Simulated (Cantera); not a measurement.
Feed: 1 mol C, 0.63 mol NH3, 11 mol N2, 1.2 mol H2O, held at 1875 °C and 0.0340 bar.

Cantera equilibrium calculation (NASA polynomials, part measured and part estimated; ideal gas, pure solids and liquids). Candidate condensed phases: C, C6H6, C7H8, C8H18, H2O; 136 gas species. Equilibrium is a limit: real reactors are often held back by kinetics, nucleation or transport.

Base state: N2 0.779, H2 0.131, CO 0.0676, H2O 0.0124, H 0.00819, CO2 0.00125, OH 9.98e-5, NO 1.02e-5 (mole fractions); condensed: gas only.

Q: What changes in the equilibrium state with this change: C replaced by C6H6?

A: 
```json
[
 {"species": "N2", "before": "0.779", "after": "0.631"},
 {"species": "H2", "before": "0.131", "after": "0.277"},
 {"species": "CO", "before": "0.0676", "after": "0.0675"},
 {"species": "H2O", "before": "0.0124", "after": "4.32e-8"},
 {"species": "HCN", "before": "1.34e-8", "after": "0.0106"},
 {"species": "H", "before": "0.00819", "after": "0.0119"},
 {"species": "HNC", "before": "<1e-9", "after": "0.000774"},
 {"species": "CO2", "before": "0.00125", "after": "2.06e-9"},
 {"species": "C2H2 (acetylene)", "before": "<1e-9", "after": "0.000532"},
 {"species": "C(graphite), mol", "before": "0", "after": "4.58"}
]
```
